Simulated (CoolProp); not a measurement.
Properties of n-perfluoropentane along the isobar 2660 kPa (Tc = 421.0 K, pc = 2063 kPa, ω = 0.436).

The numbers come from the reference Helmholtz-energy equation of state, Gao 2022 in CoolProp.

```
T (K)          phase  density (kg/m³)  cv (kJ/(kg K))  Joule-Thomson coefficient (K/MPa)  expansivity (1/kK)
-----  -------------  ---------------  --------------  ---------------------------------  ------------------
328.5         liquid             1518          0.8660                            -0.1407               2.331
340           liquid             1476          0.8808                           -0.08220               2.542
351.4         liquid             1432          0.8954                          -0.008519               2.806
362.8         liquid             1384          0.9101                            0.08845               3.150
374.3         liquid             1332          0.9252                             0.2236               3.622
385.7         liquid             1273          0.9408                             0.4206               4.300
397.1         liquid             1205          0.9577                             0.7371               5.373
408.6         liquid             1122          0.9770                              1.329               7.373
420           liquid             1008           1.001                              2.752               12.36
431.4  supercritical            785.4           1.038                              9.334               42.18
442.8  supercritical            454.9           1.041                              14.67               30.19
454.3  supercritical            358.5           1.032                              11.41               14.85
465.7  supercritical            312.2           1.031                              9.293               10.07
477.1  supercritical            282.5           1.033                              7.869               7.747
488.6  supercritical            260.6           1.037                              6.834               6.353
500    supercritical            243.8           1.042                              6.053               5.435
```
